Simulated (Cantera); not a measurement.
Equilibrium for silicon carbide growth: (CH₃)₂SiCl₂ + C₂H₂ + H₂ + CH₄

Feed: 1 mol (CH₃)₂SiCl₂, 0.011 mol C₂H₂, 97 mol H₂, 0.023 mol CH₄, held at 1.00 bar.

Method: chemical equilibrium by Gibbs-energy minimisation in Cantera with the NASA 1993 tables (ideal gas, pure condensed phases). Candidate condensed phases: C, C₆H₆, C₇H₈, C₈H₁₈, Si, SiC; 109 gas species. The feed counts by its element totals alone. Gases not in the tables: Si₂H₆ and higher silanes. Rates play no part.

```
T (K)  log p H₂  log p HCl  log p CH₄  log p H  n SiC(s)  n C(graphite)
-----  --------  ---------  ---------  -------  --------  -------------
1175      -0.01      -1.70      -1.98    -6.92     0.997              0
1250      -0.01      -1.70      -1.99    -6.32     0.999         0.0116
1325      -0.01      -1.70      -2.20    -5.79     0.999          0.406
1400      -0.01      -1.70      -2.39    -5.32     0.999          0.631
1475      -0.01      -1.70      -2.56    -4.89     0.999          0.764
1550      -0.01      -1.70      -2.71    -4.51     0.999          0.846
1625      -0.01      -1.70      -2.85    -4.16     0.998          0.897
1700      -0.01      -1.70      -2.98    -3.84     0.998          0.926
1775      -0.01      -1.70      -3.10    -3.54     0.997          0.937
1850      -0.01      -1.71      -3.20    -3.27     0.996          0.932
1925      -0.01      -1.71      -3.30    -3.02     0.995          0.907
2000      -0.01      -1.71      -3.39    -2.79     0.994          0.856
2075      -0.01      -1.71      -3.48    -2.58     0.991          0.772
2150      -0.01      -1.71      -3.56    -2.38     0.986          0.644
```
log p: log10 of the partial pressure in bar; n: condensed amount in mol.

At 1175 K the condensed part is SiC(s). From 1250 K to 2150 K the condensed part is C(graphite) + SiC(s). The main Si-bearing gas is SiHCl₃ at 1175 K and SiCl₂ at 2150 K.
